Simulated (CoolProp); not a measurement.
100 sccm (0 °C, 1 atm) of nitrogen bubbles through liquid n-perfluorohexane at 275.4 K and leaves saturated at a total pressure of 0.15 MPa (ideal gas phase). Each further row changes one setting.

The numbers come from the reference Helmholtz-energy equation of state, Gao 2022 in CoolProp.

| case | vapour pressure (kPa) | mole fraction of vapour | delivery (mg/min) | delivery (sccm) | change of delivery for a bath 1 K warmer (%) |
|---|---|---|---|---|---|
| as stated | 9.77 | 0.0651 | 105 | (withheld) | (withheld) |
| bath temperature 280.4 K | 12.7 | 0.0846 | (withheld) | (withheld) | 5.7 |
| total pressure 0.3 MPa | 9.77 | 0.0326 | (withheld) | (withheld) | 5.7 |

### Question
Complete the blanks.

### Answer

- as stated, delivery (sccm): 6.97
- as stated, change of delivery for a bath 1 K warmer (%): 5.9
- bath temperature 280.4 K, delivery (mg/min): 139
- bath temperature 280.4 K, delivery (sccm): 9.24
- total pressure 0.3 MPa, delivery (mg/min): 50.8
- total pressure 0.3 MPa, delivery (sccm): 3.37
